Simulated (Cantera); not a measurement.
An isothermal plug-flow reactor at 700 K and 5.00 bar (inlet), inlet velocity 0.23 m/s, active area per volume 3100 1/m; feed 0.503 % H2, 15.0 % O2, 84.5 % N2.

Cantera simulation using Deutschmann's 1995 Pt surface mechanism with GRI-Mech 3.0 gas chemistry; the numbers are that mechanism's predictions, not measurements. Catalytic surfaces can have several steady states; this one follows from the mechanism file's or the stated starting coverage. Mass transfer to the wall is taken as infinitely fast.

x: gas mole fraction; θ: surface coverage.

| z (m) | x H2 | x O2 | x H2O | θ free Pt | θ O* | θ OH* |
|---|---|---|---|---|---|---|
| 4.2e-05 | [?] | 0.149 | 0.00264 | 0.0291 | 0.966 | 0.00440 |
| 8.1e-05 | [?] | 0.148 | 0.00343 | 0.0198 | 0.976 | 0.00387 |
| 0.00016 | [?] | 0.148 | 0.00408 | 0.0122 | 0.985 | 0.00319 |
| 0.0003 | [?] | 0.148 | 0.00450 | 0.00758 | 0.990 | 0.00260 |
| 0.00058 | [?] | 0.148 | 0.00478 | 0.00487 | 0.993 | 0.00212 |
| 0.0011 | [?] | 0.148 | 0.00494 | 0.00359 | 0.995 | 0.00184 |
| 0.0022 | [?] | 0.148 | 0.00502 | 0.00304 | 0.995 | 0.00170 |
| 0.0042 | [?] | 0.148 | 0.00504 | 0.00291 | 0.995 | 0.00167 |

Q: Fill in the missing entries.

A: 
- 4.2e-05, x H2: 0.00240
- 8.1e-05, x H2: 0.00161
- 0.00016, x H2: 0.000954
- 0.0003, x H2: 0.000540
- 0.00058, x H2: 0.000264
- 0.0011, x H2: 0.000106
- 0.0022, x H2: 2.28e-5
- 0.0042, x H2: 1.79e-6
